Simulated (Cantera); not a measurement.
An isothermal, constant-pressure homogeneous reactor starts with 2.89 % CH₄, 93.4 % H₂, 0.934 % O₂, 2.80 % H₂O, at 2575 K and 60.8 Torr.

Cantera simulation using GRI-Mech 3.0 (53 species, 325 reactions); the numbers are that mechanism's predictions, not measurements.

x: mole fraction; the columns are a selection and need not sum to one.

```tsv
t (s)	x CH₄	x H₂	x O₂	x CO	x CH₃
3.00e-5	0.0239	0.922	0.00701	7.18e-5	0.00452
0.000169	0.00881	0.902	6.21e-6	0.00172	0.00545
0.000949	(withheld)	0.902	(withheld)	(withheld)	(withheld)
0.00533	0.000220	0.896	1.11e-7	0.0228	0.000252
0.0300	3.24e-11	0.862	2.07e-7	0.0262	6.31e-11
0.169	1.65e-11	0.845	2.97e-7	0.0260	3.87e-11
0.949	1.65e-11	0.845	2.97e-7	0.0260	3.86e-11
5.33	1.65e-11	0.845	2.97e-7	0.0260	3.86e-11
30.0	1.65e-11	0.845	2.97e-7	0.0260	3.86e-11
```

Question: Complete the blanks.

Answer: 
- 0.000949, x CH₄: 0.00113
- 0.000949, x O₂: 1.80e-7
- 0.000949, x CO: 0.00775
- 0.000949, x CH₃: 0.000940
